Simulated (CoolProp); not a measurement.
Model: reference Helmholtz-energy equation of state, Lemmon 2006, in CoolProp. It is a short technical equation, of lower accuracy than the large ones.

Problem. Give the vapour pressure (MPa), liquid density (kg/m³), vapour density (kg/m³), enthalpy of vaporisation (kJ/kg) of saturated acetone at 410, 471.2 K.

Solution. 
```
T (K)  p (MPa)  liquid density (kg/m³)  vapour density (kg/m³)  enthalpy of vaporisation (kJ/kg)
-----  -------  ----------------------  ----------------------  --------------------------------
410      0.875                     641                    18.5                               395
471.2     2.67                     521                    66.8                               264
```
